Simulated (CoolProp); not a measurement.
A single-stage vapour-compression cycle with R152A: evaporating at 288.15 K (dew point), condensing at 313.15 K (bubble point), superheat 5 K, subcooling 5 K, compressor efficiency 0.6, no pressure losses. Each further row changes one setting.

Values from CoolProp's reference Helmholtz-energy equation of state, Outcalt 1996. It is a modified Benedict-Webb-Rubin equation, recast in Helmholtz form.

```csv
case,cooling COP,pressure ratio,discharge temperature (K),refrigerating effect (kJ/kg),volumetric capacity (kJ/m³)
as stated,…,2.07,337.6,261,3470
evaporating temperature 293.15 K,8.21,1.77,…,…,…
condensing temperature 308.15 K,8.10,…,329.2,270,3590
subcooling 10 K,6.57,2.07,337.6,270,3590
superheat 15 K,6.31,2.07,…,273,…
compressor efficiency 0.5,5.29,2.07,343.9,261,3470
```

Question: Some entries are withheld; supply them.

Answer: 
- as stated, cooling COP: 6.35
- evaporating temperature 293.15 K, discharge temperature (K): 333.3
- evaporating temperature 293.15 K, refrigerating effect (kJ/kg): 264
- evaporating temperature 293.15 K, volumetric capacity (kJ/m³): 4090
- condensing temperature 308.15 K, pressure ratio: 1.81
- superheat 15 K, discharge temperature (K): 348.2
- superheat 15 K, volumetric capacity (kJ/m³): 3450
